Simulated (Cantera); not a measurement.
## Diamond growth

A diamond (100) surface in a fixed gas of H2 with x(CH4) = 0.0045, x(H) = 0.014, x(CH3) = 9.4e-05, at 1175 K; coverages are run to steady state.

Detailed kinetics in Cantera: the Harris–Goodwin 1993 mechanism for the reconstructed diamond (100) surface.

| P (Pa) | growth (µm/h) | θ c6HH | θ c6H* | θ c6*H | θ c6** | θ c6HM |
|---|---|---|---|---|---|---|
| 380 | 0.0610 | 0.456 | 0.0358 | 0.481 | 0.0272 | 0.000215 |
| 630 | 0.136 | 0.456 | 0.0358 | 0.481 | 0.0272 | 0.000332 |
| 1100 | 0.331 | 0.455 | 0.0358 | 0.481 | 0.0272 | 0.000512 |
| 1700 | 0.654 | 0.455 | 0.0358 | 0.481 | 0.0272 | 0.000689 |
| 2900 | 1.45 | 0.455 | 0.0358 | 0.480 | 0.0272 | 0.000935 |
| 4800 | 2.93 | 0.455 | 0.0358 | 0.480 | 0.0272 | 0.00117 |
| 8000 | 5.67 | 0.455 | 0.0359 | 0.480 | 0.0272 | 0.00138 |
| 13000 | 10.2 | 0.455 | 0.0361 | 0.479 | 0.0272 | 0.00154 |
θ: site fractions in the mechanism's names (c6HH fully hydrogenated, c6H* and c6*H radical sites, c6** diradical, c6HM methylated).
